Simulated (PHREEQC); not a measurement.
1 kg of water holding 0.4 mol/kgw NaCl and 0.071 mol/kgw K2SO4 is evaporated at 75 °C; the solids stay in contact with the brine. The system is closed to CO2. The run lets Arcanite, Glaserite, Halite, Mirabilite, Misenite, Sylvite, Thenardite precipitate or redissolve, and no other solid.

The series has 28 steps of water left (kg), from 1 to 0.005012.

The numbers come from PHREEQC with the Pitzer model, pitzer.dat.

Which solids form, in which order, and at which step of the series does each first stand?

Glaserite from water left = 0.06418 kg; Thenardite from water left = 0.06418 kg, last present at water left = 0.0293 kg; Halite from water left = 0.05275 kg; Sylvite from water left = 0.00903 kg.

Constants without temperature data keep their 25 °C values here.
